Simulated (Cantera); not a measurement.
Charge: 1 mol SiH2Cl2, 0.88 mol NH3, 16 mol N2, held at 2073 K.

Cantera equilibrium calculation (NASA polynomials, part measured and part estimated; ideal gas, pure solids and liquids). Candidate condensed phases: NH4Cl, Si, Si3N4; 28 gas species. The tables' values for SiCl, SiCl3, SiN are old estimates; treat these amounts as uncertain. Gases not in the tables: Si2H6 and higher silanes. Rates play no part.

x: gas mole fraction; n: condensed amount in mol.

```tsv
P (Pa)	x N2	x H2	x H	x HCl	x Cl	x Si	x SiCl2	n Si(l)	n Si3N4(s)
5	0.743	0.0460	0.0798	0.0379	0.0485	0.0425	0.00146	0	0
15	0.764	0.0577	0.0516	0.0484	0.0320	0.0389	0.00525	0	0
45	0.783	?	?	0.0507	?	?	?	0	0
140	0.798	0.0798	0.0199	0.0456	0.00838	0.0247	0.0199	0	0
410	0.808	0.0889	0.0122	0.0380	0.00386	0.0181	0.0266	0	0
1200	0.820	0.0941	0.00736	0.0357	0.00206	0.00831	0.0298	0.168	0
3700	0.827	0.0962	0.00424	0.0365	0.00119	0.00269	0.0306	0.299	0
11000	0.830	0.0973	0.00247	0.0370	0.000693	0.000906	0.0309	0.344	0
33000	0.831	0.0980	?	0.0371	?	?	0.0310	0.361	0
100000	0.829	0.0966	0.000818	0.0441	0.000275	6.27e-5	0.0279	0	0.145
```

Question: Complete the blanks.

Answer: 
- 33000, x H: 0.00143
- 33000, x Cl: 0.000401
- 33000, x Si: 0.000302
- 45, x H2: 0.0688
- 45, x H: 0.0325
- 45, x Cl: 0.0177
- 45, x Si: 0.0324
- 45, x SiCl2: 0.0120
